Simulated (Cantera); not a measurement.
Input (Python, Cantera) and output of one run.

```python
import numpy as np
import cantera as ct

gas_names = """
    H HNO HNO2 HNO3 HO2 H2 H2O H2O2 N NH NH2 NH3 NH2OH NO NO2 NO3 N2 N2H2 N2H4 N2O O OH O2 O3
""".split()
cond_names = """
    H2O(s) H2O(L)
""".split()


def load(file, names, dense=False):
    # The tables refer to 1 bar. Condensed volumes are neglected.
    table = {s.name: s for s in ct.Species.list_from_file(file)}
    out = []
    for n in names:
        d = dict(table[n].input_data)
        d["thermo"] = dict(d["thermo"], **{"reference-pressure": 1e5})
        if dense:
            d["equation-of-state"] = {"model": "constant-volume", "density": "1e6 g/cm^3"}
        out.append(ct.Species.from_dict(d))
    return out


gas = ct.Solution(thermo="ideal-gas", species=load("nasa_gas.yaml", gas_names))
cond = {s.name: ct.Solution(thermo="fixed-stoichiometry", species=[s], name=s.name)
        for s in load("nasa_condensed.yaml", cond_names, dense=True)}
atoms = {
    'N2O': {'N': 2, 'O': 1},
    'O2': {'O': 2},
    'H2': {'H': 2},
}
top_T = {}  # K; cautious upper limits of use, not melting points


def equilibrate(T, P, feed):
    n = {}
    for name, mol in feed.items():
        for a, k in atoms[name].items():
            n[a] = n.get(a, 0.0) + k * mol
    gas.TPX = T, P, n
    mass = sum(n.values()) * gas.mean_molecular_weight
    gas.equilibrate("TP")
    valid = [c for c in cond.values() if c.min_temp <= T <= top_T.get(c.name, c.max_temp)]
    mix = ct.Mixture([(gas, mass / gas.mean_molecular_weight)] + [(c, 0.0) for c in valid])
    mix.T, mix.P = T, P
    mix.equilibrate("TP", solver="vcs", rtol=1e-11, max_steps=5000)
    return mix


results = []
feed = {'N2O': 1, 'O2': 0.17, 'H2': 6.7}  # mol
T = 773.15  # K
P = 133.322  # Pa
mix = equilibrate(T, P, feed)
results.append((T, P, feed, dict(zip(mix.species_names, mix.species_moles))))
print(gas.report(threshold=1e-05))
for i in range(1, mix.n_phases):
    print(f"{mix.phase(i).name:16s} {mix.phase_moles(i):12.5e} mol")
```

It prints:

```
       temperature   773.15 K
          pressure   133.32 Pa
           density   0.00016958 kg/m^3
  mean mol. weight   8.1766 kg/kmol
   phase of matter   gas

                          1 kg             1 kmol
                     ---------------   ---------------
          enthalpy       -3.3765e+06       -2.7608e+07  J
   internal energy       -4.1626e+06       -3.4036e+07  J
           entropy             29294        2.3953e+05  J/K
    Gibbs function       -2.6025e+07        -2.128e+08  J
 heat capacity c_p            3827.3             31294  J/K
 heat capacity c_v            2810.4             22980  J/K

                      mass frac. Y      mole frac. X     chem. pot. / RT
                     ---------------   ---------------   ---------------
                H2           0.17163            0.6961           -23.888
               H2O           0.38342           0.17403           -70.109
                N2           0.44495           0.12987           -32.906
     [  +21 minor]        2.2984e-06        1.1035e-06
```

Equilibrium computed with Cantera from the NASA thermochemical tables; the gas is ideal and each condensed phase is pure.
